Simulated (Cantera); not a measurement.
Input (Python, Cantera) and output of one run.

```python
import numpy as np
import cantera as ct

gas_names = """
    N ALBr3 Br2
""".split()
cond_names = """
    ALN(s)
""".split()


def load(file, names, dense=False):
    # The tables refer to 1 bar. Condensed volumes are neglected.
    table = {s.name: s for s in ct.Species.list_from_file(file)}
    out = []
    for n in names:
        d = dict(table[n].input_data)
        d["thermo"] = dict(d["thermo"], **{"reference-pressure": 1e5})
        if dense:
            d["equation-of-state"] = {"model": "constant-volume", "density": "1e6 g/cm^3"}
        out.append(ct.Species.from_dict(d))
    return out


species = {s.name: s for s in load("nasa_gas.yaml", gas_names) + load("nasa_condensed.yaml", cond_names)}
# Each term lists the table entries of one substance; the one whose range holds T is used.
reactions = {
    '2 N(g) + 2 AlBr3(g) = 2 AlN + 3 Br2(g)':
        [(-2, ['N']), (-2, ['ALBr3']), (2, ['ALN(s)']), (3, ['Br2'])],
}


def pick(names, T):
    return next(species[n] for n in names if species[n].thermo.min_temp <= T <= species[n].thermo.max_temp)


results = []
for label, terms in reactions.items():
    print(label)
    print("     T/K   dH/kJ  dS/(J/K)   dG/kJ   log10 K")
    for T in [300, 1873, 1923, 1973, 2023, 2073, 2123, 2173, 2223, 2273, 2323, 2373]:
        used = [(nu, pick(names, T)) for nu, names in terms]
        dH = sum(nu * s.thermo.h(T) for nu, s in used) / 1e6
        dS = sum(nu * s.thermo.s(T) for nu, s in used) / 1e3
        dG = dH - T * dS / 1e3
        logK = -dG * 1e6 / (ct.gas_constant * T * np.log(10))
        results.append((label, T, dH, dS, dG, logK, [s.name for _, s in used]))
        print(f"{T:8g} {dH:8.1f} {dS:8.1f} {dG:8.1f} {logK:8.2f}")
```

It prints:

```
2 N(g) + 2 AlBr3(g) = 2 AlN + 3 Br2(g)
     T/K   dH/kJ  dS/(J/K)   dG/kJ   log10 K
     300   -667.7   -229.0   -599.1   104.30
    1873   -664.3   -233.3   -227.3     6.34
    1923   -663.7   -233.0   -215.6     5.86
    1973   -663.0   -232.7   -204.0     5.40
    2023   -662.4   -232.4   -192.3     4.97
    2073   -661.7   -232.0   -180.7     4.55
    2123   -661.0   -231.7   -169.1     4.16
    2173   -660.3   -231.4   -157.5     3.79
    2223   -659.6   -231.0   -146.0     3.43
    2273   -658.8   -230.7   -134.4     3.09
    2323   -658.0   -230.4   -122.9     2.76
    2373   -657.2   -230.0   -111.4     2.45
```

Cantera with NASA thermochemical tables; ideal gases at 1 bar, condensed phases pure. Condensed species are held in their standard states even where they would react or evaporate.
